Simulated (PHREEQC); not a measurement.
PHREEQC input (Pitzer model, pitzer.dat):

```
SOLUTION 1
  temp 25
  units mol/kgw
  pH 7 charge
  Cl 0.6561
  Ca 0.0046
  Mg 0.091
  Na 0.0049
  Sr 0.13
  K 0.2
END
USE solution 1
INCREMENTAL_REACTIONS false
REACTION 1
  H2O -1
  0 9.886 18.011 24.689 30.178 34.689 38.397 41.444
  43.949 46.007 47.699 49.089 50.232 51.172 51.944 52.578 moles
EQUILIBRIUM_PHASES 1
  Bischofite 0 0
  Brucite 0 0
  Carnallite 0 0
  Halite 0 0
  Portlandite 0 0
  Sylvite 0 0
  MgCl2_4H2O 0 0
SELECTED_OUTPUT 1
  -reset false
  -pH true
  -pe true
  -ionic_strength true
  -water true
  -activities H2O
  -totals Ca Cl K Mg Na Sr
  -molalities H+ Na+ K+ Mg+2 Ca+2 Sr+2 Cl- OH- MgOH+
  -equilibrium_phases Bischofite Brucite Carnallite Halite Portlandite Sylvite MgCl2_4H2O
PRINT
  -reset false
END
```

Selected output (columns that matter, 16 of 16 rows; water left (kg) added in front):

```
water left (kg)	pH	mu	Ca	Cl	K	Mg	Na	Sr	m_H+	m_Na+	m_K+	m_Mg+2	la_H2O	Sylvite
1	6.6521	0.8817	0.0046	0.6561	0.2	0.091	0.0049	0.13	2.7233e-07	0.0049	0.2	0.091	-0.0075411	0
0.821894	6.6127	1.0728	0.0055968	0.79828	0.24334	0.11072	0.0059618	0.15817	2.881e-07	0.0059618	0.24334	0.11072	-0.0092532	0
0.675514	6.5664	1.3052	0.0068096	0.97126	0.29607	0.13471	0.0072537	0.19245	3.0606e-07	0.0072537	0.29607	0.13471	-0.011391	0
0.555203	6.5112	1.5881	0.0082853	1.1817	0.36023	0.1639	0.0088256	0.23415	3.2704e-07	0.0088256	0.36023	0.1639	-0.014081	0
0.456313	6.4445	1.9322	0.010081	1.4378	0.4383	0.19942	0.010738	0.28489	3.5232e-07	0.010738	0.4383	0.19942	-0.017498	0
0.375043	6.363	2.3509	0.012265	1.7494	0.53327	0.24264	0.013065	0.34663	3.8385e-07	0.013065	0.53327	0.24264	-0.021886	0
0.30824	6.2624	2.8604	0.014923	2.1285	0.64885	0.29522	0.015897	0.42175	4.2469e-07	0.015897	0.64885	0.29522	-0.027594	0
0.253345	6.1375	3.4802	0.018157	2.5898	0.78944	0.35919	0.019341	0.51313	4.7959e-07	0.019341	0.78944	0.35919	-0.035115	0
0.208215	5.9822	4.2346	0.022093	3.1511	0.96055	0.43705	0.023533	0.62436	5.5598e-07	0.023533	0.96055	0.43705	-0.045167	0
0.171138	5.7897	5.152	0.026879	3.8338	1.1686	0.53173	0.028632	0.75962	6.6554e-07	0.028632	1.1686	0.53173	-0.058765	0
0.140655	5.5525	6.2685	0.032704	4.6646	1.4219	0.64697	0.034837	0.92425	8.2728e-07	0.034837	1.4219	0.64697	-0.077391	0
0.115613	5.2627	7.6263	0.039788	5.675	1.7299	0.78711	0.042383	1.1244	1.0726e-06	0.042383	1.7299	0.78711	-0.10313	0
0.0950203	4.9761	8.8644	0.048411	6.4902	1.6902	0.95769	0.051568	1.3681	1.3856e-06	0.051568	1.6902	0.95769	-0.12858	0.0394
0.0780853	4.6901	9.9856	0.05891	7.0964	1.2554	1.1654	0.062752	1.6648	1.7685e-06	0.062752	1.2554	1.1654	-0.15374	0.10198
0.0641769	4.323	11.475	0.071677	7.9595	0.8526	1.418	0.076351	2.0257	2.3569e-06	0.076351	0.8526	1.418	-0.19296	0.14528
0.0527548	3.8499	13.443	0.087196	9.1668	0.5211	1.725	0.092883	2.4642	3.3191e-06	0.092883	0.5211	1.725	-0.2542	0.17251
```

Species that the database lacks are ignored.
